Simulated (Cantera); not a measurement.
A closed system holds: 1 mol SiF4, 0.1 mol O2, 46 mol H2, equilibrated at 402 °C and 0.0220 bar.

Equilibrium computed with Cantera from the NASA thermochemical tables; the gas is ideal and each condensed phase is pure. Candidate condensed phases: H2O, Si, SiO2; 38 gas species. Kinetics and transport are ignored.

Base state: H2 0.973, SiF4 0.0199, HF 0.00553, H2O 0.00148 (mole fractions); condensed: SiO2(α-quartz).

Q: What changes in the equilibrium state with this change: temperature from 402 °C to 925 °C?

A: 
```json
[
 {"species": "H2", "before": "0.973", "after": "0.972"},
 {"species": "SiF4", "before": "0.0199", "after": "0.0190"},
 {"species": "HF", "before": "0.00553", "after": "0.00848"},
 {"species": "H2O", "before": "0.00148", "after": "5.63e-5"},
 {"species": "SiF3", "before": "<1e-9", "after": "3.04e-5"},
 {"species": "SiHF3", "before": "2.65e-9", "after": "7.01e-5"},
 {"species": "SiO2(α-quartz), mol", "before": "0.0651", "after": "0"},
 {"species": "SiO2(β-quartz), mol", "before": "0", "after": "0.0987"}
]
```
The tables' values for SiF3 are old estimates; treat these amounts as uncertain. The tables hold silica as quartz up to 1696 K and as liquid above; real silica turns to tridymite and cristobalite and melts near 1996 K.
